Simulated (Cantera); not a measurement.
**Fe₂O₃ + H₂ (hydrogen reduction and annealing atmospheres)**

Input: 1 mol Fe₂O₃, 370 mol H₂.

Equilibrium computed with Cantera from the NASA thermochemical tables; the gas is ideal and each condensed phase is pure. Candidate condensed phases: Fe, FeO, Fe(OH)₂, Fe(OH)₃, Fe₂O₃, Fe₃O₄, H₂O; 12 gas species. Rates play no part.

Stable condensed phases:

```
T in °C \ P in Pa
              10      32     100     320    1000    3200   10000   32000  100000  320000 1000000
   1902        A       A       A       A       A       A       A       A       B       B       B
   1752        A       A       A       A       A       A       B       B       B       B       B
   1602        A       A       A       A       A       B       B       B       B       B       B
   1452        A       A       A       B       B       B       B       B       B       B       B
   1302        A       B       B       B       B       B       B       B       B       B       B
   1152        B       B       B       B       B       B       B       B       B       B       B
   1002        B       B       B       B       B       B       B       B       B       B       B
    852        B       B       B       B       B       B       B       B       B       B       B
    702        B       B       B       B       B       B       B       B       B       B       B
```

A: gas only; B: Fe.
